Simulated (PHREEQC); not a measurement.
Hard or scaling water: speciation

Make-up at 5 °C: 9.2e-05 mol CaSO4 and 1.6e-05 mol Na2HPO4 per kg of water. Closed to the air; pH follows from the charge balance.

Model: ion-association model, phreeqc.dat, run in PHREEQC.

- pH = 8.49
- ionic strength = 0.000409 mol/kgw
- total alkalinity = 0.0160 meq/kg

```tsv
species	molality	activity	log γ
SO4-2	9.10e-5	8.32e-5	-0.039
Ca+2	9.03e-5	8.27e-5	-0.039
Na+	3.20e-5	3.13e-5	-0.010
HPO4-2	1.46e-5	1.33e-5	-0.039
CaSO4	1.04e-6	1.04e-6	0.000
H2PO4-	7.97e-7	7.80e-7	-0.010
OH-	5.93e-7	5.79e-7	-0.010
```

No solid was allowed to form. Examples of supersaturated solids here: Hydroxyapatite. Others may be too. Away from 25 °C the constants follow the database's enthalpies or fits; those with neither stay at their 25 °C values.
